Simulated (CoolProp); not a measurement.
Vapour-liquid equilibrium of cyclohexane (1) + toluene (2) at 163.25 °C; x and y are mole fractions of (1).

The numbers come from the multi-fluid Helmholtz-energy mixture model, Zhou 2014 and Lemmon 2006; pair parameters Bell 2016 in CoolProp.

```json
[
 {"x": "0.05", "bubble pressure, mixture model (MPa)": "0.3919", "bubble pressure, Raoult's law (MPa)": "0.3854", "y, mixture model": "0.101", "y, Raoult's law": "0.093"},
 {"x": "0.2", "bubble pressure, mixture model (MPa)": "0.4580", "bubble pressure, Raoult's law (MPa)": "0.4375", "y, mixture model": "0.335", "y, Raoult's law": "0.327"},
 {"x": "0.35", "bubble pressure, mixture model (MPa)": "0.5170", "bubble pressure, Raoult's law (MPa)": "0.4895", "y, mixture model": "0.505", "y, Raoult's law": "0.511"},
 {"x": "0.5", "bubble pressure, mixture model (MPa)": "0.5699", "bubble pressure, Raoult's law (MPa)": "0.5415", "y, mixture model": "0.640", "y, Raoult's law": "0.660"},
 {"x": "0.65", "bubble pressure, mixture model (MPa)": "0.6177", "bubble pressure, Raoult's law (MPa)": "0.5935", "y, mixture model": "0.756", "y, Raoult's law": "0.783"},
 {"x": "0.8", "bubble pressure, mixture model (MPa)": "0.6616", "bubble pressure, Raoult's law (MPa)": "0.6455", "y, mixture model": "0.861", "y, Raoult's law": "0.886"},
 {"x": "0.95", "bubble pressure, mixture model (MPa)": "0.7021", "bubble pressure, Raoult's law (MPa)": "0.6975", "y, mixture model": "0.965", "y, Raoult's law": "0.974"}
]
```

The largest gap from Raoult's law is +5.6 % in bubble pressure, at x = 0.35. No azeotrope shows between x = 0.05 and 0.95.

The pair parameters rest on a limited set of measurements; away from them the model extrapolates.
